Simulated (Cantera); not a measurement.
Charge: 1 mol CCl4, 0.33 mol F2, equilibrated at 0.100 bar.

Method: chemical equilibrium by Gibbs-energy minimisation in Cantera with the NASA 1993 tables (ideal gas, pure condensed phases). Candidate condensed phases: C; 27 gas species. Gases not in the tables: C2F6 and larger saturated fluorocarbons. Rates play no part.

Problem. Which condensed phases are stable at each of these points (T (°C)): 1677, 1827, 1977, 2127, 2277, 2427, 2577, 2727, 2877, 3027?

Solution. 
| T (°C) | condensed phases | C condensed (%) |
|---|---|---|
| 1677 | C(graphite) | 82.5 |
| 1827 | C(graphite) | 81.2 |
| 1977 | C(graphite) | 79.1 |
| 2127 | C(graphite) | 78.7 |
| 2277 | C(graphite) | 82.0 |
| 2427 | C(graphite) | 86.1 |
| 2577 | C(graphite) | 88.3 |
| 2727 | C(graphite) | 85.2 |
| 2877 | C(graphite) | 66.1 |
| 3027 | gas only | 0.0 |

From 1677 °C to 2877 °C the condensed part is C(graphite). At 3027 °C nothing is condensed.
